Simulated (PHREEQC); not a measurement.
0.15 g of hydrous ferric oxide (600 m²/g; 0.2 weak and 0.005 strong sites per Fe, Dzombak-Morel constants, diffuse double layer) in 1 kg of water with 0.01 mol/kgw of an inert sodium salt and 3.4e-05 mol/kgw Na2HAsO4 and 2.2e-05 mol/kgw NaH2PO4, at 25 °C; the pH is set by adding NaOH or the inert anion's acid. O2 is buffered at 0.21 atm. The system is closed to CO2. No solid was allowed to form.

Base run: PHREEQC, ion-association model, wateq4f.dat. Each further column changes one thing. The table gives As sorbed (%).

```csv
pH,base,no electrostatic term (-no_edl),background salt from 0.01 to 0.001 mol/kgw,oxide from 0.15 to 0.75 g/kgw,0.00017 mol/kgw NaF added
4,100.0,97.5,100.0,100.0,100.0
4.67,100.0,97.7,100.0,100.0,100.0
5.33,100.0,98.0,100.0,100.0,100.0
6,100.0,98.7,100.0,100.0,100.0
6.67,100.0,99.4,100.0,100.0,100.0
7.33,99.8,99.7,99.9,100.0,99.8
8,98.2,99.9,98.5,100.0,98.2
8.67,87.8,100.0,87.6,99.7,87.8
9.33,62.4,100.0,58.2,97.0,62.4
10,32.0,100.0,23.8,79.0,32.1
10.67,10.0,100.0,4.7,37.3,10.1
11.33,1.9,100.0,0.8,8.9,1.9
12,0.3,100.0,0.2,1.6,0.3
```

H3PO4, which wateq4f.dat lacks, is added to it with the constant of phreeqc.dat.
